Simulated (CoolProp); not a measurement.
The fluoroketone C6F12O (FK-5-1-12) along the isotherm 215.35 °C: density (kg/m³) from the reference equation and from simpler models built on Tc = 168.7 °C, pc = 1869 kPa, ω = 0.471; each cubic takes its own stable root.

Values from CoolProp's reference Helmholtz-energy equation of state, McLinden 2015.

```tsv
p (kPa)	phase	reference	ideal gas	van der Waals	Soave-Redlich-Kwong	Peng-Robinson
234	gas	18.78	18.21	18.77	18.76	18.84
467	gas	38.71	36.34	38.69	38.62	38.96
701	gas	60.14	54.55	60.19	59.92	60.74
935	gas	83.24	72.75	83.50	82.81	84.34
1170	gas	108.4	91.04	109.2	107.6	110.2
1400	gas	135.4	108.9	137.2	134.0	137.9
1640	gas	166.5	127.6	170.6	164.2	169.8
1870	supercritical	199.8	145.5	208.1	196.1	203.8
2100	supercritical	237.4	163.4	254.0	231.4	241.6
2340	supercritical	282.2	182.1	316.5	272.5	285.9
2570	supercritical	331.3	200.0	395.8	316.2	333.1
2800	supercritical	387.3	217.9	475.7	363.9	384.8
```
